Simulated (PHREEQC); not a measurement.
Alkaline etch or developer: speciation

Solution (82 °C): 0.0039 mol/kgw CsOH and 0.014 mol/kgw Na2CO3. Closed to the air; pH follows from the charge balance.

The numbers come from PHREEQC with the ion-association model, wateq4f.dat.

No solid was allowed to form.

### Question
Estimate the pH, ionic strength.

### Answer
pH 10.25; ionic strength 0.0276 mol/kgw.

### Question
In which forms is Na present?

### Answer
Na+ 71 %, NaCO3- 29 % of the Na.

Constants without temperature data keep their 25 °C values here.
